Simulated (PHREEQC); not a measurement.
A solution holds 71 mmol/kgw Al2(SO4)3 and 0.041 mmol/kgw H2SO4, at 25 °C. Closed to the air; pH follows from the charge balance.

The numbers come from PHREEQC with the ion-association model, wateq4f.dat.

```tsv
quantity	before	after
pH	3.83	3.87
AlSO4+ (mol/kgw)	0.0913	0.0484
SO4-2 (mol/kgw)	0.0459	0.0280
Al(SO4)2- (mol/kgw)	0.0378	0.0150
Al+3 (mol/kgw)	0.0126	0.00734
SI of Gibbsite (Al(OH)3)	+0.58	+0.57
```

Problem. Which change was made?
A. Al2(SO4)3 from 0.071 to 0.0355 mol/kgw
B. H2SO4 from 4.1e-05 to 3.69e-05 mol/kgw
C. H2SO4 replaced by MnSO4 at the same molality
D. 0.0017 mol/kgw (NH4)2SO4 added
E. temperature from 25 to 60 °C

Solution. A, Al2(SO4)3 from 0.071 to 0.0355 mol/kgw

This is a speciation only: nothing precipitates in the calculation. Some of these states are supersaturated (in Basaluminite, Gibbsite (slow to form), for instance).
